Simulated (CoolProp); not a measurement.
R13 along the isobar 6.56 MPa: density (kg/m³) from the reference equation and from simpler models built on Tc = 29.9 °C, pc = 3.973 MPa, ω = 0.175; each cubic takes its own stable root.

Computed with CoolProp (reference Helmholtz-energy equation of state, Platzer 1990). This equation is an older, rougher fit; its heat capacities, sound speeds and derivatives of the liquid may be far off and weren't checked against measurements.

```json
[
 {"T (°C)": "-75.55", "phase": "liquid", "reference": "1520"},
 {"T (°C)": "-67.95", "phase": "liquid", "reference": "1492"},
 {"T (°C)": "-60.35", "phase": "liquid", "reference": "1464"},
 {"T (°C)": "-52.75", "phase": "liquid", "reference": "1434"},
 {"T (°C)": "-45.15", "phase": "liquid", "reference": "1404"},
 {"T (°C)": "-37.55", "phase": "liquid", "reference": "1373"},
 {"T (°C)": "-29.95", "phase": "liquid", "reference": "1341"},
 {"T (°C)": "-22.35", "phase": "liquid", "reference": "1307"},
 {"T (°C)": "-14.75", "phase": "liquid", "reference": "1271"},
 {"T (°C)": "-7.15", "phase": "liquid", "reference": "1233"},
 {"T (°C)": "0.45", "phase": "liquid", "reference": "1192"},
 {"T (°C)": "8.05", "phase": "liquid", "reference": "1148"},
 {"T (°C)": "15.65", "phase": "liquid", "reference": "1098"},
 {"T (°C)": "23.25", "phase": "liquid", "reference": "1042"},
 {"T (°C)": "30.85", "phase": "supercritical", "reference": "975.6"}
]
```

**Question.** How far does each simpler model (van der Waals, Soave-Redlich-Kwong) lie from the reference over these 15 states: mean and median of the absolute difference, and the worst?

**Answer.** 
- van der Waals: mean 30.6 %, median 31.2 %, worst -33.0 % at -75.55 °C and 6.56 MPa
- Soave-Redlich-Kwong: mean 4.4 %, median 3.5 %, worst -9.9 % at 30.85 °C and 6.56 MPa
